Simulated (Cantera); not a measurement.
An isothermal plug-flow reactor at 650 K and 5.00 bar (inlet), inlet velocity 0.95 m/s, active area per volume 240 1/m; feed H2 : O2 : N2 = 0.0059 : 0.02 : 0.79 (molar parts), equivalence ratio 0.15.

Cantera simulation using Deutschmann's 1995 Pt surface mechanism with GRI-Mech 3.0 gas chemistry; the numbers are that mechanism's predictions, not measurements. Catalytic surfaces can have several steady states; this one follows from the mechanism file's or the stated starting coverage. Mass transfer to the wall is taken as infinitely fast.

**Question.** Predict: x(H2) at z = 0.0094 m; x(O2) at z = 0.0094 m; x(H2O) at z = 0.0094 m; θ(free Pt) at the exit; θ(O*) at the exit; θ(OH*) at the exit.

**Answer.** 
```
Quantity                   Value
----------------------  --------
x(H2) at z = 0.0094 m   0.000163
x(O2) at z = 0.0094 m     0.0211
x(H2O) at z = 0.0094 m   0.00709
θ(free Pt) at the exit    0.0138
θ(O*) at the exit          0.980
θ(OH*) at the exit       0.00620
```
